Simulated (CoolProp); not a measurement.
Saturation properties of CF4 (R14).

Values from CoolProp's reference Helmholtz-energy equation of state, Platzer 1990. This equation is an older, rougher fit; its heat capacities, sound speeds and derivatives of the liquid may be far off and weren't checked against measurements.

```
T (°C)   p (kPa)  liquid density (kg/m³)  enthalpy of vaporisation (kJ/kg)  vapour Z
-------  -------  ----------------------  --------------------------------  --------
-140.05    39.91                    1666                             140.5    0.9830
-132.75    71.86                    1628                             136.9    0.9731
-125.35    122.0                    1589                             133.0    0.9598
-118.05    194.6                    1549                             128.7         …
-110.65    298.0                       …                             124.0    0.9215
-103.35    436.2                    1462                                 …    0.8959
-95.95     620.2                    1415                             113.2    0.8651
-88.65         …                    1366                             106.8    0.8295
-81.25         …                    1311                             99.52    0.7874
-73.95      1508                    1250                             91.17    0.7387
```

Complete the blanks.


- -118.05, vapour Z: 0.9428
- -110.65, liquid density (kg/m³): 1506
- -103.35, enthalpy of vaporisation (kJ/kg): 118.9
- -88.65, p (kPa): 852.7
- -81.25, p (kPa): 1148

It boils at -128.0 °C under 1 atm.
